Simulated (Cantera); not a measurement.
An adiabatic, constant-pressure homogeneous reactor starts with CH₄ : C₂H₆ : C₃H₈ : O₂ : N₂ = 1 : 0.21 : 0.089 : 1.51 : 5.69 (molar parts), equivalence ratio 2.1, at 1325 K and 240000 Pa.

Model: GRI-Mech 3.0 (53 species, 325 reactions), integrated in Cantera.

Problem. Predict: time of steepest temperature rise; temperature at 1.00 s; equilibrium temperature; x(H₂O) at 1.00 s; x(HO₂) at 1.00 s.

Solution. 
```
Quantity                                                             Value
---------------------------------  ---------------------------------------
time of steepest temperature rise                                 0.435 ms
temperature at 1.00 s                                               2350 K
equilibrium temperature                                             2350 K
x(H₂O) at 1.00 s                       0.112 (gas-phase equilibrium 0.112)
x(HO₂) at 1.00 s                   1.56e-9 (gas-phase equilibrium 1.56e-9)
```
